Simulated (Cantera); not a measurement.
An isothermal, constant-pressure homogeneous reactor starts with 2.02 % CO, 1.92 % O2, 0.0662 % H2O, 96.0 % N2, at 1375 K and 500000 Pa.

Cantera simulation using GRI-Mech 3.0 (53 species, 325 reactions); the numbers are that mechanism's predictions, not measurements.

One state of this run: x CO = 6.04e-8; x O2 = 0.00921; x H2O = 0.000669; x O = 2.75e-8; x CO2 = 0.0204. x: mole fraction; the columns are a selection and need not sum to one.

Task: Which value of t (s) does it belong to?
A) 0.0193
B) 0.00241
C) 0.00682
D) 10.0

Result: D, 10.0
